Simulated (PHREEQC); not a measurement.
Consider water at 20 °C with 10 mmol/kgw Fe2(SO4)3. Closed to the air; pH follows from the charge balance.

Model: ion-association model, wateq4f.dat, run in PHREEQC.

```
quantity                  before   after
------------------------  ------  ------
pH                          2.81    2.75
ionic strength (mol/kgw)  0.0424  0.0596
```

Q: Which change was made?
(A) Fe2(SO4)3 from 0.01 to 0.015 mol/kgw
(B) Fe2(SO4)3 replaced by Na2SO4 at the same molality
(C) Fe2(SO4)3 from 0.01 to 0.02 mol/kgw
(D) 0.0021 mol/kgw HNO3 added
(E) Fe2(SO4)3 replaced by NiSO4 at the same molality

A: A, Fe2(SO4)3 from 0.01 to 0.015 mol/kgw

Precipitation was switched off in this run. Some of these states are supersaturated (in Hematite (slow to form), Goethite (slow to form), for instance).
